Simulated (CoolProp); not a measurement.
Vapour-liquid equilibrium of CF4 (R14) (1) + R13 (2) at 99.7 kPa; x and y are mole fractions of (1).

Computed with CoolProp (multi-fluid Helmholtz-energy mixture model, Platzer 1990 and Platzer 1990; pair parameters Bell 2016). This equation is an older, rougher fit; its heat capacities, sound speeds and derivatives of the liquid may be far off and weren't checked against measurements.

```csv
x,"bubble temperature, mixture model (K)","bubble temperature, Raoult's law (K)","y, mixture model","y, Raoult's law"
0.05,180.7,183.2,[?],0.404
0.15,168.1,172.1,0.791,0.736
0.25,161.3,165.1,0.887,0.859
0.35,157.1,160.1,0.928,0.917
0.45,154.1,156.4,0.950,0.949
0.55,[?],153.4,0.965,0.968
0.65,150.0,151.0,[?],0.980
0.75,148.4,148.9,0.983,0.988
0.85,147.0,147.1,0.990,0.994
0.95,145.6,145.6,[?],0.998
```

Q: Fill in the missing entries.

A: 
- 0.05, y, mixture model: 0.474
- 0.55, bubble temperature, mixture model (K): 151.9
- 0.65, y, mixture model: 0.975
- 0.95, y, mixture model: 0.997

The largest gap from Raoult's law is -4.0 K in bubble temperature, at x = 0.15. No azeotrope shows between x = 0.05 and 0.95.

The pair parameters rest on a limited set of measurements; away from them the model extrapolates.
